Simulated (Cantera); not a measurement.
An isothermal, constant-pressure homogeneous reactor starts with CH₄ : H₂ = 1 : 86 (molar parts), at 1625 K and 3.08 Torr. Integrator tolerance rtol = 1e-08.

Model: GRI-Mech 3.0 (53 species, 325 reactions), integrated in Cantera. GRI-Mech 3.0 stops at C3 and has no aromatics, soot or wall deposition, so with more carbon than oxygen in the feed, carbon stays in small species such as C2H2 where larger ones or solid carbon would form. Radical loss at walls, strong at low pressure, is not modelled.

Q: What does this change do: temperature 1625 to 1573 K?

A: 
```tsv
quantity	before	after
x(CH₄) at 3.00 s	0.00996 (gas-phase equilibrium 7.45e-5)	0.0110 (gas-phase equilibrium 0.000122)
x(H₂) at 3.00 s	0.988 (gas-phase equilibrium 0.993)	0.988 (gas-phase equilibrium 0.994)
x(CH₃) at 3.00 s	0.000173 (gas-phase equilibrium 1.68e-6)	9.99e-5 (gas-phase equilibrium 1.58e-6)
x(C₂H₂) at 3.00 s	0.000663 (gas-phase equilibrium 0.00564)	0.000163 (gas-phase equilibrium 0.00562)
x(C₂H₆) at 3.00 s	2.28e-7 (gas-phase equilibrium 2.98e-11)	1.86e-7 (gas-phase equilibrium 6.65e-11)
x(C₂H₄) at 3.00 s	9.13e-6 (gas-phase equilibrium 2.04e-6)	7.14e-6 (gas-phase equilibrium 3.22e-6)
```

Q: What does this change do: temperature 1625 to 1900 K?

A: 
| quantity | before | after |
|---|---|---|
| x(CH₄) at 3.00 s | 0.00996 (gas-phase equilibrium 7.45e-5) | 0.000392 (gas-phase equilibrium 8.57e-6) |
| x(H₂) at 3.00 s | 0.988 (gas-phase equilibrium 0.993) | 0.985 (gas-phase equilibrium 0.982) |
| x(CH₃) at 3.00 s | 0.000173 (gas-phase equilibrium 1.68e-6) | 7.04e-5 (gas-phase equilibrium 2.15e-6) |
| x(C₂H₂) at 3.00 s | 0.000663 (gas-phase equilibrium 0.00564) | 0.00543 (gas-phase equilibrium 0.00564) |
| x(C₂H₆) at 3.00 s | 2.28e-7 (gas-phase equilibrium 2.98e-11) | 1.13e-9 (gas-phase equilibrium <1e-12) |
| x(C₂H₄) at 3.00 s | 9.13e-6 (gas-phase equilibrium 2.04e-6) | 4.12e-7 (gas-phase equilibrium 2.74e-7) |
